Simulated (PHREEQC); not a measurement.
Solution (25 °C): 0.23 mol HF, 0.000352 mol NH4HF2 and 0.0017 mol H2SiF6 per kg of water. Closed to the air; pH follows from the charge balance.

Computed with PHREEQC (ion-association model, phreeqc.dat).

Problem. The ionic strength comes out as 0.0217 mol/kgw. What activity coefficients do SiF6-2, F-, HF2-, H+, NH4+ get?

Solution. SiF6-2 0.57, F- 0.86, HF2- 0.87, H+ 0.89, NH4+ 0.86.

This is a speciation only: nothing precipitates in the calculation. SiF6-2 is the database's only silicon fluoride.
